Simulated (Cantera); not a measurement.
Charge: 1 mol SiHCl₃, 0.026 mol C₂H₄, 5.6 mol H₂, at 702 °C and 1.00 bar.

Equilibrium computed with Cantera from the NASA thermochemical tables; the gas is ideal and each condensed phase is pure. Candidate condensed phases: C, C₆H₆, C₇H₈, C₈H₁₈, Si, SiC; 109 gas species. The tables' values for SiCl₃ are old estimates; treat these amounts as uncertain. Rates play no part.

Base state: H₂ 0.871, SiCl₄ 0.0732, SiHCl₃ 0.0434, HCl 0.00840, SiH₂Cl₂ 0.00269, SiCl₃ 0.000582, SiCl₂ 0.000131, SiH₃Cl 4.23e-5 (mole fractions); condensed: Si(s) + SiC(s).

Task: What changes in the equilibrium state with this change: pressure from 1.00 bar to 0.100 bar?

Result: 
```json
[
 {"species": "H₂", "before": "0.871", "after": "0.872"},
 {"species": "SiCl₄", "before": "0.0732", "after": "0.0834"},
 {"species": "SiHCl₃", "before": "0.0434", "after": "0.0269"},
 {"species": "HCl", "before": "0.00840", "after": "0.0154"},
 {"species": "CH₄", "before": "2.97e-5", "after": "2.97e-6"},
 {"species": "SiH₃Cl", "before": "4.23e-5", "after": "7.77e-6"},
 {"species": "SiCl₂", "before": "0.000131", "after": "0.000442"},
 {"species": "SiH₂Cl₂", "before": "0.00269", "after": "0.000910"},
 {"species": "SiCl₃", "before": "0.000582", "after": "0.00114"},
 {"species": "Si(s), mol", "before": "0.128", "after": "0.172"},
 {"species": "SiC(s), mol", "before": "0.0518", "after": "0.0520"}
]
```
